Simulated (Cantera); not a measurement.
A perfectly stirred reactor is fed with C2H6 : N2 = 1 : 25 (molar parts), at 0.00400 bar; it is held at 1400 K, and followed from long to short residence time.

Model: GRI-Mech 3.0 (53 species, 325 reactions), integrated in Cantera. GRI-Mech 3.0 stops at C3 and has no aromatics, soot or wall deposition, so with more carbon than oxygen in the feed, carbon stays in small species such as C2H2 where larger ones or solid carbon would form. Radical loss at walls, strong at low pressure, is not modelled.

Problem. What does this change do: N2 25 to 90 parts?

Solution. 
```json
[
 {"quantity": "x(C2H6) at τ = 29.0 s", "before": "4.96e-5", "after": "1.82e-5"},
 {"quantity": "x(CH4) at τ = 29.0 s", "before": "0.00549", "after": "0.00113"},
 {"quantity": "x(CH2) at τ = 29.0 s", "before": "1.49e-7", "after": "1.80e-7"},
 {"quantity": "x(CH3) at τ = 29.0 s", "before": "0.000161", "after": "8.23e-5"},
 {"quantity": "x(H) at τ = 29.0 s", "before": "9.18e-5", "after": "7.05e-5"},
 {"quantity": "x(C2H6) at τ = 92.0 ms", "before": "0.00880", "after": "0.00321"},
 {"quantity": "x(CH4) at τ = 92.0 ms", "before": "0.0102", "after": "0.00177"},
 {"quantity": "x(CH2) at τ = 92.0 ms", "before": "2.04e-6", "after": "1.70e-6"},
 {"quantity": "x(CH3) at τ = 92.0 ms", "before": "0.00191", "after": "0.000978"},
 {"quantity": "x(H) at τ = 92.0 ms", "before": "0.000119", "after": "8.61e-5"}
]
```

Problem. What does this change do: N2 25 to 230 parts?

Solution. 
```tsv
quantity	before	after
x(C2H6) at τ = 29.0 s	4.96e-5	8.80e-6
x(CH4) at τ = 29.0 s	0.00549	0.000345
x(CH2) at τ = 29.0 s	1.49e-7	1.85e-7
x(CH3) at τ = 29.0 s	0.000161	4.76e-5
x(H) at τ = 29.0 s	9.18e-5	5.42e-5
x(C2H6) at τ = 92.0 ms	0.00880	0.00150
x(CH4) at τ = 92.0 ms	0.0102	0.000429
x(CH2) at τ = 92.0 ms	2.04e-6	1.31e-6
x(CH3) at τ = 92.0 ms	0.00191	0.000563
x(H) at τ = 92.0 ms	0.000119	6.46e-5
```
